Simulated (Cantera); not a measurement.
Charge: 1 mol Ca(OH)₂, 0.015 mol CO₂, 2.4 mol H₂O, at 402 °C and 1.40 bar.

Method: chemical equilibrium by Gibbs-energy minimisation in Cantera with the NASA 1993 tables (ideal gas, pure condensed phases). Candidate condensed phases: C, C₆H₆, C₇H₈, C₈H₁₈, Ca, CaCO₃, CaO, Ca(OH)₂, H₂O; 115 gas species. Rates play no part.

Base state: H₂O 1.000, CO₂ 3.66e-5 (mole fractions); condensed: CaCO₃(calcite) + Ca(OH)₂(s).

What changes in the equilibrium state with this change: temperature from 402 °C to 1902 °C?


| species | before | after |
|---|---|---|
| H₂O | 1.000 | 0.973 |
| H₂ | <1e-9 | 0.0116 |
| OH | <1e-9 | 0.00500 |
| Ca(OH)₂ | <1e-9 | 0.000346 |
| O₂ | <1e-9 | 0.00474 |
| H | <1e-9 | 0.000445 |
| CaCO₃(calcite), mol | 0.0149 | 0 |
| Ca(OH)₂(s), mol | 0.985 | 0 |
| CaO(s), mol | 0 | 0.999 |

What changes in the equilibrium state with this change: temperature from 402 °C to 952 °C?


| species | before | after |
|---|---|---|
| H₂O | 1.000 | 0.996 |
| CO₂ | 3.66e-5 | 0.00439 |
| CaCO₃(calcite), mol | 0.0149 | 0 |
| Ca(OH)₂(s), mol | 0.985 | 0 |
| CaO(s), mol | 0 | 1.00 |
